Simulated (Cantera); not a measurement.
A Cantera script and what it prints.

```python
import numpy as np
import cantera as ct

gas_names = [...]  # 92 gases of nasa_gas.yaml made of C, H, N
cond_names = """
    C(gr) C6H6(L) C7H8(L) C8H18(L),n-octa
""".split()


# ... load() reads the species with a 1 bar reference pressure and builds the phases ...
atoms = {
    'C2H6': {'C': 2, 'H': 6},
    'NH3': {'N': 1, 'H': 3},
    'H2': {'H': 2},
}
top_T = {'C(gr)': 4500}  # K; cautious upper limits of use, not melting points


# ... equilibrate(T, P, feed) seeds the gas with the atoms and calls Mixture.equilibrate('TP', solver="vcs", rtol=1e-11, max_steps=5000) ...
results = []
feed = {'C2H6': 1, 'NH3': 0.05, 'H2': 0.39}  # mol
P = 2300000  # Pa
for T in [1823, 1923, 2023, 2123, 2223, 2323, 2423, 2523, 2623, 2723]:
    mix = equilibrate(T, P, feed)
    results.append((T, P, feed, dict(zip(mix.species_names, mix.species_moles))))

top = {s: max(r[3][s] / sum(r[3][g] for g in gas_names) for r in results) for s in gas_names}
cols = sorted((s for s in top if top[s] > 1e-05), key=lambda s: -top[s])[:6]
seen = [c for c in cond_names if any(r[3].get(c, 0) > 1e-12 for r in results)]
print("log10 of partial pressures in bar; condensed amounts in mol")
print(f"{'T/K':>10s}" + "".join(f"{s[:9]:>10s}" for s in cols + seen))
for T, P, feed, n in results:
    ng = sum(n[g] for g in gas_names)
    print(f"{T:10.4g}" + "".join(f"{np.log10(max(n[s] / ng * P / 1e5, 1e-99)):10.3f}" for s in cols)
          + "".join(f"{n.get(c, 0):10.4g}" for c in seen))
```

Result:

```
log10 of partial pressures in bar; condensed amounts in mol
       T/K        H2 C2H2,acet       CH4         H        N2       HCN     C(gr)
      1823     1.351    -2.324    -0.444    -2.688    -0.796    -1.886     1.942
      1923     1.353    -1.993    -0.574    -2.349    -0.808    -1.696     1.953
      2023     1.354    -1.695    -0.691    -2.045    -0.824    -1.528     1.957
      2123     1.354    -1.427    -0.797    -1.768    -0.844    -1.379     1.957
      2223     1.354    -1.184    -0.894    -1.517    -0.871    -1.247      1.95
      2323     1.353    -0.962    -0.984    -1.287    -0.904    -1.133     1.937
      2423     1.351    -0.761    -1.066    -1.076    -0.945    -1.033     1.916
      2523     1.348    -0.576    -1.144    -0.882    -0.994    -0.948     1.886
      2623     1.344    -0.407    -1.217    -0.703    -1.051    -0.876     1.844
      2723     1.339    -0.253    -1.288    -0.539    -1.117    -0.817     1.787
```

Equilibrium computed with Cantera from the NASA thermochemical tables; the gas is ideal and each condensed phase is pure.
